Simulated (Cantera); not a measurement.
A closed system holds: 1 mol Si, 4.2 mol Br2, held at 1623.15 K and 13300 Pa.

These are equilibrium values from Cantera (NASA tables, ideal gas, pure condensed phases), not measurements of a reactor. The tables' values for SiBr3 are old estimates; treat these amounts as uncertain. Rates play no part.

```
species    before    after
-------  --------  -------
Br          0.616    0.858
SiBr2    0.000607    0.122
SiBr3     0.00317  0.00885
SiBr4       0.212  0.00824
Br2         0.168  0.00326
SiBr      1.96e-9  2.82e-5
```
Gas species are given as mole fractions.

**Question.** Name the change that produced these shifts.
A. temperature from 1623.15 K to 1350 K
B. temperature from 1623.15 K to 1300 K
C. temperature from 1623.15 K to 498.15 K
D. pressure from 13300 Pa to 133 Pa

**Answer.** D, pressure from 13300 Pa to 133 Pa. The tables' values for SiBr3, SiBr are old estimates; treat these amounts as uncertain
